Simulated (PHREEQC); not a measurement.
Buffer: speciation

Solution (25 °C and 100 atm): 0.0024 mol HF, 0.0011 mol Na2SO4 and 3.5e-05 mol NaCl per kg of water. Closed to the air; pH follows from the charge balance.

Computed with PHREEQC (ion-association model, phreeqc.dat).

Precipitation was switched off in this run.

**Question.** Predict the pH, specific conductance.

**Answer.** pH 3.03; specific conductance 652 µS/cm.

**Question.** In which forms is S present?

**Answer.** SO4-2 93 %, HSO4- 6.2 %, NaSO4- 0.8 % of the S.

Under pressure, the constants of complexes without a molar volume in the database are unreliable.
